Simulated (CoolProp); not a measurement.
Sulfur dioxide at several states: density (kg/m³) from the reference equation and from simpler models built on Tc = 157.5 °C, pc = 7887 kPa, ω = 0.256; each cubic takes its own stable root.

The numbers come from the reference Helmholtz-energy equation of state, Gao 2016 in CoolProp.

```csv
T (°C),p (kPa),phase,reference
122.85,14000,liquid,1093
179.15,9210,supercritical,309.3
56.65,34600,liquid,1355
168.15,24,gas,0.4194
29.85,26.9,gas,0.6869
```

How far does each simpler model (van der Waals, Redlich-Kwong, Soave-Redlich-Kwong) lie from the reference over these 5 states: mean and median of the absolute difference, and the worst?


- van der Waals: mean 15.9 %, median 8.3 %, worst -36.0 % at 56.65 °C and 34600 kPa
- Redlich-Kwong: mean 5.8 %, median 2.6 %, worst -15.1 % at 122.85 °C and 14000 kPa
- Soave-Redlich-Kwong: mean 5.4 %, median 4.5 %, worst -12.8 % at 122.85 °C and 14000 kPa
